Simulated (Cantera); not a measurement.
An isothermal, constant-pressure homogeneous reactor starts with 1.77 % H2, 98.2 % O2, at 1250 K and 10.00 Torr.

Detailed kinetics in Cantera: GRI-Mech 3.0 (53 species, 325 reactions). Radical loss at walls, strong at low pressure, is not modelled.

x: mole fraction; the columns are a selection and need not sum to one.

```tsv
t (s)	x H2	x O2	x OH	x HO2	x O	x H2O2
0.000600	0.0177	0.982	5.40e-8	2.38e-8	7.19e-8	1.52e-11
0.00211	0.0177	0.982	1.38e-5	1.26e-7	1.91e-5	2.02e-10
0.00744	___	0.967	___	___	___	___
0.0262	0.000108	0.969	0.00146	1.17e-6	0.0125	2.92e-8
0.0923	___	0.973	___	___	___	2.76e-8
0.325	2.39e-5	0.979	0.000691	5.66e-7	0.00264	2.15e-8
1.14	3.84e-6	0.982	0.000278	1.86e-7	0.000421	1.05e-8
4.03	4.66e-7	0.982	9.72e-5	3.89e-8	5.10e-5	2.95e-9
14.2	6.59e-8	0.982	3.67e-5	9.73e-9	7.24e-6	6.47e-10
50.0	1.30e-8	0.982	1.63e-5	7.94e-9	1.43e-6	1.58e-10
```

### Question
Some entries are withheld; supply them.

### Answer

- 0.00744, x H2: 0.000161
- 0.00744, x OH: 0.00167
- 0.00744, x HO2: 1.29e-6
- 0.00744, x O: 0.0142
- 0.00744, x H2O2: 3.36e-8
- 0.0923, x H2: 7.05e-5
- 0.0923, x OH: 0.00118
- 0.0923, x HO2: 9.69e-7
- 0.0923, x O: 0.00797
